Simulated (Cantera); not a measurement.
## FeS2 + SO3 + N2 (roasting and sulfation)

Feed: 1 mol FeS2, 0.074 mol SO3, 48 mol N2, equilibrated at 30.0 mbar.

Cantera equilibrium calculation (NASA polynomials, part measured and part estimated; ideal gas, pure solids and liquids). Candidate condensed phases: Fe, FeO, FeS, FeSO4, FeS2, Fe2O3, Fe2(SO4)3, Fe3O4, S; 19 gas species. FeS: taken at fixed stoichiometry. Gases not in the tables: S3 to S7. Rates play no part.

```tsv
T (K)	x N2	x S2	x SO2	x SO	x S	x Fe	x S2O	x NO	n FeS(s)	n FeS(l)
1250	0.988	0.00987	0.00225	4.40e-5	7.21e-7	1.71e-10	3.28e-5	5.61e-10	1.00	0
1300	0.988	0.00987	0.00223	6.88e-5	1.61e-6	1.35e-9	3.23e-5	1.53e-9	1.00	0
1350	0.988	0.00986	0.00222	0.000104	3.38e-6	9.12e-9	3.17e-5	3.88e-9	1.00	0
1400	0.988	0.00984	0.00219	0.000152	6.73e-6	5.34e-8	3.11e-5	9.18e-9	1.000	0
1450	0.988	0.00983	0.00216	0.000216	1.28e-5	2.76e-7	3.05e-5	2.04e-8	1.000	0
1500	0.988	0.00980	0.00212	0.000299	2.33e-5	1.19e-6	2.98e-5	4.30e-8	0	1.000
1550	0.988	0.00977	0.00207	0.000404	4.07e-5	4.59e-6	2.91e-5	8.58e-8	0	1.000
1600	0.988	0.00973	0.00200	0.000533	6.88e-5	1.62e-5	2.83e-5	1.64e-7	0	0.999
1650	0.988	0.00968	0.00193	0.000688	0.000113	5.27e-5	2.74e-5	2.98e-7	0	0.997
```
x: gas mole fraction; n: condensed amount in mol.

From 1250 K to 1450 K the condensed part is FeS(s). From 1500 K to 1650 K the condensed part is FeS(l).
